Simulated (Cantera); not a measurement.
Charge: 1 mol MgO, 0.93 mol I2, 0.94 mol H2, at 1398 K and 100 Torr.

Cantera equilibrium calculation (NASA polynomials, part measured and part estimated; ideal gas, pure solids and liquids). Candidate condensed phases: H2O, I2, Mg, MgI2, MgO, Mg(OH)2; 20 gas species. Kinetics and transport are ignored.

Base state: I 0.367, HI 0.340, H2 0.218, I2 0.0295, H2O 0.0226, MgI2 0.0226 (mole fractions); condensed: MgO(s).

Problem. What changes in the equilibrium state with this change: pressure from 100 Torr to 7.50 Torr?

Solution. 
| species | before | after |
|---|---|---|
| I | 0.367 | 0.540 |
| H2 | 0.218 | 0.279 |
| HI | 0.340 | 0.155 |
| I2 | 0.0295 | 0.00479 |
| MgI2 | 0.0226 | 0.0103 |
| H2O | 0.0226 | 0.0103 |
| H | 6.04e-6 | 2.50e-5 |
| MgI | 4.97e-6 | 2.05e-5 |
| MgO(s), mol | 0.948 | 0.974 |

Problem. What changes in the equilibrium state with this change: temperature from 1398 K to 925 K?

Solution. 
| species | before | after |
|---|---|---|
| HI | 0.340 | 0.720 |
| H2 | 0.218 | 0.134 |
| I2 | 0.0295 | 0.117 |
| I | 0.367 | 0.0245 |
| H2O | 0.0226 | 0.00232 |
| MgI2 | 0.0226 | 0.00232 |
| MgO(s), mol | 0.948 | 0.996 |

Problem. What changes in the equilibrium state with this change: temperature from 1398 K to 1200 K?

Solution. 
```
species      before   after
-----------  ------  ------
HI            0.340   0.532
I             0.367   0.193
H2            0.218   0.175
I2           0.0295  0.0734
H2O          0.0226  0.0135
MgI2         0.0226  0.0135
MgO(s), mol   0.948   0.972
```
